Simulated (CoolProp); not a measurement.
Saturation properties of fluorine (Tc = -128.7 °C, pc = 5.240 MPa, ω = 0.045).

The numbers come from the reference Helmholtz-energy equation of state, de Reuck 1990 in CoolProp.

```tsv
T (°C)	p (MPa)	enthalpy of vaporisation (kJ/kg)	vapour Z	surface tension (mN/m)
-183.95	0.1594	170.3	0.9527	12.3
-181.15	0.2108	167.5	0.9430	11.6
-178.35	0.2739	164.4	0.9321	10.8
-175.65	0.3473	161.4	0.9206	10.1
-172.85	0.4380	158.0	0.9075	9.38
-170.05	0.5450	154.5	0.8932	8.66
-167.25	0.6700	150.7	0.8776	7.95
-164.45	0.8148	146.7	0.8607	7.25
-161.65	0.9809	142.5	0.8423	6.57
-158.95	1.163	138.2	0.8231	5.92
```

It boils at -188.1 °C under 1 atm.

Surface tension comes from a separate correlation (Mulero 2012).
